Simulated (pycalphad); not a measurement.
Computed with pycalphad from the COST 507 light-alloy database (1999), at 1 atm. The database dates from 1999; later assessments differ in places, in temperatures and in the compounds included. Phase fractions are per mole of atoms.

Alloy Hf-3.35B (at.%). At 2425 K the liquid holds 4.42 and the bcc solid 0.217 at.% B; the final invariant liquid holds 15 at.%.

Task: Use the Scheil equation x_L = x₀ f_L^(k−1) with a constant partition coefficient to estimate the liquid left at the invariant point, and compare with a stepwise Scheil-Gulliver run on the full database.

Result: k = 0.049, so f_L = (15/3.35)^(1/(k − 1)) ≈ 0.21. The stepwise run (steps of 4 K), in which k changes along the path, leaves 0.21 at 2154 K.
